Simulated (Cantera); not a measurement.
An isothermal, constant-pressure homogeneous reactor starts with 0.277 % CO, 0.761 % O2, 0.138 % H2O, 98.8 % N2, at 1150 K and 750 Torr.

Computed with Cantera and GRI-Mech 3.0 (53 species, 325 reactions).

One state of this run: x CO = 1.81e-6; x O2 = 0.00623; x H2O = 0.00139; x NO2 = 2.44e-9; x NO = 5.33e-8; x H = 7.53e-10. x: mole fraction; the columns are a selection and need not sum to one.

Question: Which value of t (s) does it belong to?
(A) 0.225
(B) 0.550
(C) 3.28
(D) 1.34

Answer: D, 1.34
